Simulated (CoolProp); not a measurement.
Vapour-liquid equilibrium of CHF3 (R23) (1) + sulfur hexafluoride (2) at 19.7 bar; x and y are mole fractions of (1).

Values from CoolProp's multi-fluid Helmholtz-energy mixture model, Penoncello 2003 and Guder 2009; pair parameters Bell 2016.

| x | bubble temperature (K) | y at the bubble point | dew temperature at overall composition x (K) | liquid density (mol/L) |
|---|---|---|---|---|
| 0.05 | 285.4 | 0.122 | 288.4 | 10.03 |
| 0.125 | 279.4 | 0.263 | 285.2 | 10.44 |
| 0.2 | 275.1 | 0.365 | 282.0 | 10.79 |
| 0.275 | 272.0 | 0.442 | 278.8 | 11.11 |
| 0.35 | 269.7 | 0.505 | 275.7 | 11.43 |
| 0.425 | 267.9 | 0.558 | 272.7 | 11.76 |
| 0.5 | 266.6 | 0.607 | 269.9 | 12.12 |
| 0.575 | 265.5 | 0.654 | 267.4 | 12.51 |
| 0.65 | 264.7 | 0.702 | 265.6 | 12.95 |
| 0.725 | 264.2 | 0.752 | 264.5 | 13.44 |
| 0.8 | 263.9 | 0.808 | 263.9 | 13.98 |
| 0.875 | 263.9 | 0.870 | 263.9 | 14.57 |
| 0.95 | 264.2 | 0.944 | 264.3 | 15.20 |

y crosses x between x = 0.8 and 0.875: the model has an azeotrope there.

The pair parameters rest on a limited set of measurements; away from them the model extrapolates.
